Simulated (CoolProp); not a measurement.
A Linde-Hampson liquefier for nitrogen: isothermal reversible compression at 280 K from 1 atm to 10 MPa, throttling to 1 atm, return gas leaving the recuperator 5 K below the feed. Each further row changes one setting.

Computed with CoolProp (reference Helmholtz-energy equation of state, Span 2000).

```csv
case,liquid yield per pass,compression work (kJ/kg of gas)
as stated,0.043,380
high pressure 20 MPa,0.080,438
warm-end temperature 310 K,0.029,423
warm-end gap 10 K,0.030,380
```
